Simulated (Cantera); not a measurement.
A closed system holds: 1 mol MgO, 1.1 mol Cl₂, 0.16 mol H₂, at 13300 Pa.

Cantera equilibrium calculation (NASA polynomials, part measured and part estimated; ideal gas, pure solids and liquids). Candidate condensed phases: H₂O, Mg, MgCl₂, MgO, Mg(OH)₂; 22 gas species. Mutual solubility and eutectic melting of coexisting phases are not modelled. Condensed phases not in the tables: MgOHCl. The numbers say what is thermodynamically allowed, not how fast it happens.

What share of the Mg ends up in condensed phases as a function of T (°C), at 650, 725, 800, 875, 950, 1025, 1100, 1175, 1250, 1325, 1400, 1475?


```csv
T (°C),Mg condensed (%),as
650,100.0,MgCl₂(s) + MgO(s)
725,99.8,MgCl₂(l) + MgO(s)
800,99.1,MgCl₂(l) + MgO(s)
875,97.0,MgO(s)
950,93.1,MgO(s)
1025,86.0,MgO(s)
1100,75.0,MgO(s)
1175,61.0,MgO(s)
1250,47.1,MgO(s)
1325,36.0,MgO(s)
1400,29.0,MgO(s)
1475,25.1,MgO(s)
```
